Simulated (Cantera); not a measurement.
Charge: 1 mol c-C4F8, 1.1 mol CH4, 0.35 mol H2, at 32.0 Pa.

These are equilibrium values from Cantera (NASA tables, ideal gas, pure condensed phases), not measurements of a reactor. Candidate condensed phases: C, C6H6, C7H8, C8H18; 95 gas species. The feed counts by its element totals alone. Gases not in the tables: C2F6 and larger saturated fluorocarbons. The numbers say what is thermodynamically allowed, not how fast it happens.

Problem. At 1750 °C, list the 5 most abundant gas species with their mole fractions, and the condensed phases.

Solution. HF 0.713, F 0.193, CF2 0.0812, CF4 0.0116, CF 0.00100. Condensed: C(graphite).
